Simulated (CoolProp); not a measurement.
Vapour-liquid equilibrium of R143a (1) + isobutene (2) at 194.7 K; x and y are mole fractions of (1).

Computed with CoolProp (multi-fluid Helmholtz-energy mixture model, Lemmon and Jacobsen 2000 and Lemmon 2005; pair parameters Bell 2016).

```json
[
 {"x": "0.05", "bubble pressure, mixture model (MPa)": "0.005389", "bubble pressure, Raoult's law (MPa)": "0.002584", "y, mixture model": "0.680", "y, Raoult's law": "0.338"},
 {"x": "0.125", "bubble pressure, mixture model (MPa)": "0.008886", "bubble pressure, Raoult's law (MPa)": "0.003758", "y, mixture model": "0.816", "y, Raoult's law": "0.581"},
 {"x": "0.2", "bubble pressure, mixture model (MPa)": "0.01096", "bubble pressure, Raoult's law (MPa)": "0.004932", "y, mixture model": "0.858", "y, Raoult's law": "0.708"},
 {"x": "0.275", "bubble pressure, mixture model (MPa)": "0.01221", "bubble pressure, Raoult's law (MPa)": "0.006107", "y, mixture model": "0.877", "y, Raoult's law": "0.786"},
 {"x": "0.35", "bubble pressure, mixture model (MPa)": "0.01299", "bubble pressure, Raoult's law (MPa)": "0.007281", "y, mixture model": "0.888", "y, Raoult's law": "0.839"},
 {"x": "0.425", "bubble pressure, mixture model (MPa)": "0.01353", "bubble pressure, Raoult's law (MPa)": "0.008455", "y, mixture model": "0.896", "y, Raoult's law": "0.878"},
 {"x": "0.5", "bubble pressure, mixture model (MPa)": "0.01395", "bubble pressure, Raoult's law (MPa)": "0.009630", "y, mixture model": "0.902", "y, Raoult's law": "0.906"},
 {"x": "0.575", "bubble pressure, mixture model (MPa)": "0.01434", "bubble pressure, Raoult's law (MPa)": "0.01080", "y, mixture model": "0.908", "y, Raoult's law": "0.929"},
 {"x": "0.65", "bubble pressure, mixture model (MPa)": "0.01474", "bubble pressure, Raoult's law (MPa)": "0.01198", "y, mixture model": "0.916", "y, Raoult's law": "0.947"},
 {"x": "0.725", "bubble pressure, mixture model (MPa)": "0.01520", "bubble pressure, Raoult's law (MPa)": "0.01315", "y, mixture model": "0.925", "y, Raoult's law": "0.962"},
 {"x": "0.8", "bubble pressure, mixture model (MPa)": "0.01573", "bubble pressure, Raoult's law (MPa)": "0.01433", "y, mixture model": "0.938", "y, Raoult's law": "0.975"},
 {"x": "0.875", "bubble pressure, mixture model (MPa)": "0.01632", "bubble pressure, Raoult's law (MPa)": "0.01550", "y, mixture model": "0.955", "y, Raoult's law": "0.985"},
 {"x": "0.95", "bubble pressure, mixture model (MPa)": "0.01699", "bubble pressure, Raoult's law (MPa)": "0.01668", "y, mixture model": "0.979", "y, Raoult's law": "0.995"}
]
```

The largest gap from Raoult's law is +136.5 % in bubble pressure, at x = 0.125. No azeotrope shows between x = 0.05 and 0.95.

Pair parameters are fitted to limited data, so mixtures are less certain than the pure fluids. With so large a gap from Raoult's law the liquid may split in two, which this calculation doesn't test in full.
